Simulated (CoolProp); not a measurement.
Propylene along the isobar 14.3 MPa: density (kg/m³) from the reference equation and from simpler models built on Tc = 91.1 °C, pc = 4.555 MPa, ω = 0.146; each cubic takes its own stable root.

Model: reference Helmholtz-energy equation of state, Lemmon 2013, in CoolProp.

```csv
T (°C),phase,reference
27.45,liquid,536.3
42.55,liquid,516.3
57.65,liquid,495.2
72.75,liquid,472.7
87.85,liquid,448.6
102.95,supercritical,422.4
118.05,supercritical,394.0
133.25,supercritical,363.2
148.35,supercritical,331.0
163.45,supercritical,298.9
178.55,supercritical,269.1
193.65,supercritical,243.1
```

### Question
How far does each simpler model (van der Waals, Redlich-Kwong, Soave-Redlich-Kwong, Peng-Robinson) lie from the reference over these 12 states: mean and median of the absolute difference, and the worst?

### Answer
- van der Waals: mean 21.0 %, median 24.3 %, worst -31.7 % at 27.45 °C and 14.3 MPa
- Redlich-Kwong: mean 6.6 %, median 7.5 %, worst -8.4 % at 102.95 °C and 14.3 MPa
- Soave-Redlich-Kwong: mean 8.5 %, median 8.9 %, worst -10.5 % at 148.35 °C and 14.3 MPa
- Peng-Robinson: mean 3.0 %, median 2.9 %, worst +6.0 % at 27.45 °C and 14.3 MPa
